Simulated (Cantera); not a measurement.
Stirred combustor or abatement burner

A perfectly stirred reactor is fed with C3H8 : O2 : N2 = 1 : 5.21 : 19.6 (molar parts), at 3.16 atm; it is adiabatic with a 750 K inlet, and is followed from long to short residence time, starting on the burning branch (τ in s: 0.032, 0.018, 0.0098, 0.0054, 0.003, 0.0017, 0.00092, 0.00051, 0.00028, 0.00016, 8.6e-05, 4.8e-05, 2.6e-05).

Detailed kinetics in Cantera: GRI-Mech 3.0 (53 species, 325 reactions). GRI-Mech 3.0 was tuned for natural gas; its chemistry of propane as a main component is partial and can be far from experiment.

```csv
τ (s),T (K),x C3H8,x O2,x CH2O,x CH2,x C2H
0.032,2491,9.61e-8,0.0140,2.36e-7,6.74e-8,7.85e-9
0.018,2489,1.68e-7,0.0144,4.13e-7,1.17e-7,1.35e-8
0.0098,2484,3.02e-7,0.0150,7.35e-7,2.08e-7,2.33e-8
0.0054,2476,5.31e-7,0.0157,1.27e-6,3.57e-7,3.87e-8
0.0030,2463,9.14e-7,0.0167,2.15e-6,5.94e-7,6.12e-8
0.0017,2443,1.52e-6,0.0180,3.48e-6,9.41e-7,9.09e-8
0.00092,2413,2.59e-6,0.0196,5.75e-6,1.49e-6,1.32e-7
0.00051,2377,4.25e-6,0.0214,9.19e-6,2.27e-6,1.81e-7
0.00028,2334,7.03e-6,0.0234,1.48e-5,3.40e-6,2.42e-7
0.00016,2290,1.13e-5,0.0255,2.32e-5,4.95e-6,3.15e-7
8.6e-5,2236,1.96e-5,0.0283,3.89e-5,7.59e-6,4.31e-7
4.8e-5,2182,3.44e-5,0.0315,6.54e-5,1.17e-5,6.01e-7
2.6e-5,2116,6.77e-5,0.0364,0.000120,1.95e-5,9.23e-7
```
x: mole fraction; the columns are a selection and need not sum to one.
